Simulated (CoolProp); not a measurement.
Vapour-liquid equilibrium of propane (1) + isobutane (2) at 305.5 K; x and y are mole fractions of (1).

Computed with CoolProp (multi-fluid Helmholtz-energy mixture model, Lemmon 2009 and Bücker 2006; pair parameters Kunz 2012).

```csv
x,"bubble pressure, mixture model (kPa)","bubble pressure, Raoult's law (kPa)","y, mixture model","y, Raoult's law"
0.05,464.7,467.7,0.108,0.122
0.125,513.1,521.0,0.244,0.274
0.2,561.6,574.3,0.359,0.398
0.275,?,627.6,0.458,0.501
0.35,660.0,680.9,0.543,0.587
0.425,?,734.2,0.619,0.662
0.5,762.1,787.5,?,0.726
0.575,814.9,840.7,?,0.782
0.65,869.2,894.0,?,0.831
0.725,925.0,947.3,0.852,0.875
0.8,982.4,1001,?,0.914
0.875,1041,1054,0.939,0.949
0.95,1102,1107,0.977,0.980
```

Problem. Complete the blanks.

Solution. 
- 0.275, bubble pressure, mixture model (kPa): 610.5
- 0.425, bubble pressure, mixture model (kPa): 710.5
- 0.5, y, mixture model: 0.687
- 0.575, y, mixture model: 0.747
- 0.65, y, mixture model: 0.802
- 0.8, y, mixture model: 0.897

The largest gap from Raoult's law is -3.2 % in bubble pressure, at x = 0.5. No azeotrope shows between x = 0.05 and 0.95.

The pair parameters rest on a limited set of measurements; away from them the model extrapolates.
